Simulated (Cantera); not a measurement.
Cantera run:

```python
import numpy as np
import cantera as ct

gas_names = [...]  # 151 gases of nasa_gas.yaml made of C, H, N, O, Si
cond_names = """
    C(gr) C6H6(L) C7H8(L) C8H18(L),n-octa H2O(s) H2O(L) Si(cr) Si(L) SiC(b) SiO2(Lqz) SiO2(hqz) SiO2(L)
    Si2N2O(s) Si3N4(a)
""".split()


# ... load() reads the species with a 1 bar reference pressure and builds the phases ...
atoms = {
    'TEOS': {'Si': 1, 'C': 8, 'H': 20, 'O': 4},
    'NO': {'N': 1, 'O': 1},
    'N2': {'N': 2},
}
top_T = {'C(gr)': 4500, 'SiC(b)': 3050, 'Si2N2O(s)': 2100, 'Si3N4(a)': 2400}  # K; cautious upper limits of use, not melting points


# ... equilibrate(T, P, feed) seeds the gas with the atoms and calls Mixture.equilibrate('TP', solver="vcs", rtol=1e-11, max_steps=5000) ...
results = []
T = 2025  # K
P = 16  # Pa
for m in [11, 14, 16, 20, 23, 28, 34, 40, 48, 58]:
    feed = {'TEOS': 1, 'NO': 0.27, 'N2': m}  # mol
    mix = equilibrate(T, P, feed)
    results.append((T, P, feed, dict(zip(mix.species_names, mix.species_moles))))

top = {s: max(r[3][s] / sum(r[3][g] for g in gas_names) for r in results) for s in gas_names}
cols = sorted((s for s in top if top[s] > 0.0001), key=lambda s: -top[s])[:8]
seen = [c for c in cond_names if any(r[3].get(c, 0) > 1e-12 for r in results)]
print("log10 of partial pressures in bar; condensed amounts in mol")
print(f"{'n(N2)':>10s}" + "".join(f"{s[:9]:>10s}" for s in cols + seen))
for T, P, feed, n in results:
    ng = sum(n[g] for g in gas_names)
    print(f"{feed['N2']:10.4g}" + "".join(f"{np.log10(max(n[s] / ng * P / 1e5, 1e-99)):10.3f}" for s in cols)
          + "".join(f"{n.get(c, 0):10.4g}" for c in seen))
```

Output:

```
log10 of partial pressures in bar; condensed amounts in mol
     n(N2)        N2        H2        CO         H        Si       HCN       SiO      SiC2     C(gr)    SiC(b)
        11    -4.187    -4.290    -4.605    -4.860    -5.456    -6.028    -6.611    -6.789     3.218    0.2945
        14    -4.131    -4.341    -4.652    -4.886    -5.456    -6.025    -6.658    -6.789     3.265    0.2181
        16    -4.102    -4.372    -4.681    -4.901    -5.456    -6.026    -6.687    -6.789     3.297    0.1673
        20    -4.058    -4.428    -4.733    -4.930    -5.456    -6.032    -6.739    -6.789     3.365    0.0657
        23    -4.033    -4.467    -4.769    -4.949    -5.460    -6.039    -6.779    -6.794     3.408         0
        28    -4.000    -4.524    -4.821    -4.978    -5.508    -6.051    -6.879    -6.841     3.381         0
        34    -3.971    -4.584    -4.876    -5.008    -5.559    -6.067    -6.985    -6.892     3.354         0
        40    -3.950    -4.638    -4.924    -5.035    -5.605    -6.083    -7.079    -6.938     3.329         0
        48    -3.929    -4.702    -4.982    -5.067    -5.659    -6.105    -7.191    -6.992     3.299         0
        58    -3.909    -4.772    -5.044    -5.102    -5.718    -6.130    -7.312    -7.051     3.266         0
```

Cantera equilibrium calculation (NASA polynomials, part measured and part estimated; ideal gas, pure solids and liquids). The feed counts by its element totals alone. The tables' values for SiN are old estimates; treat these amounts as uncertain.
